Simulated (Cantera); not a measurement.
Feed: 1 mol Si, 0.35 mol H2, equilibrated at 9750 Torr.

Method: chemical equilibrium by Gibbs-energy minimisation in Cantera with the NASA 1993 tables (ideal gas, pure condensed phases). Candidate condensed phases: Si; 9 gas species. Gases not in the tables: Si2H6 and higher silanes. Rates play no part.

x: gas mole fraction; n: condensed amount in mol.

| T (K) | x H2 | x H | x SiH4 | x SiH2 | x SiH3 | n Si(s) | n Si(l) |
|---|---|---|---|---|---|---|---|
| 1375 | 1.000 | 9.50e-7 | 1.13e-5 | 2.58e-7 | 1.17e-8 | 1.000 | 0 |
| 1400 | 1.000 | 1.35e-6 | 1.17e-5 | 3.77e-7 | 1.59e-8 | 1.000 | 0 |
| 1425 | 1.000 | 1.89e-6 | 1.21e-5 | 5.42e-7 | 2.15e-8 | 1.000 | 0 |
| 1450 | 1.000 | … | 1.25e-5 | … | … | 1.000 | 0 |
| 1475 | 1.000 | 3.60e-6 | 1.29e-5 | 1.08e-6 | 3.80e-8 | 1.000 | 0 |
| 1500 | 1.000 | 4.88e-6 | 1.33e-5 | 1.50e-6 | 4.98e-8 | 1.000 | 0 |
| 1525 | 1.000 | 6.56e-6 | 1.38e-5 | 2.06e-6 | 6.46e-8 | 1.000 | 0 |
| 1550 | 1.000 | 8.74e-6 | 1.42e-5 | 2.79e-6 | 8.32e-8 | 1.000 | 0 |
| 1575 | 1.000 | 1.15e-5 | 1.46e-5 | 3.76e-6 | 1.06e-7 | 1.000 | 0 |
| 1600 | 1.000 | 1.51e-5 | 1.50e-5 | 5.01e-6 | 1.35e-7 | 1.000 | 0 |
| 1625 | 1.000 | 1.96e-5 | 1.54e-5 | 6.61e-6 | 1.70e-7 | 1.000 | 0 |
| 1650 | 1.000 | … | 1.58e-5 | … | … | 1.000 | 0 |
| 1675 | 1.000 | 3.22e-5 | 1.62e-5 | 1.12e-5 | 2.63e-7 | 1.000 | 0 |
| 1700 | 1.000 | 4.09e-5 | 1.63e-5 | 1.42e-5 | 3.18e-7 | 0 | 1.000 |

**Question.** What belongs in the gaps?

**Answer.** 
- 1450, x H: 2.62e-6
- 1450, x SiH2: 7.69e-7
- 1450, x SiH3: 2.87e-8
- 1650, x H: 2.52e-5
- 1650, x SiH2: 8.66e-6
- 1650, x SiH3: 2.12e-7
